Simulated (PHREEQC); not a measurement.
A column of 0.5 m (40 cells, dispersivity 0.04 m, 720 s a shift, diffusion coefficient 3e-10 m²/s) holds 0.0081 eq of the database's cation exchanger X per kg of pore water, first in equilibrium with 0.01 mol NaCl, 0.0018 mol KBr, 0.087 mol SrCl2 and 1e-05 mol HCl per kg of water. It is flushed with 0.018 mol NaCl, 0.00054 mol CdCl2 and 1e-05 mol HCl per kg of water, at 15 °C. Values are for the last cell. No CO2 enters from the air. Precipitation was switched off in this run.

The series has 31 steps of pore volumes, from 0 to 3.013.

The numbers come from PHREEQC with the ion-association model, phreeqc.dat.

Q: After how many pore volumes does Cd at the outlet first reach half of its feed value?

A: By 1.1 pore volumes.

Complexes and solids missing from the database can't appear.
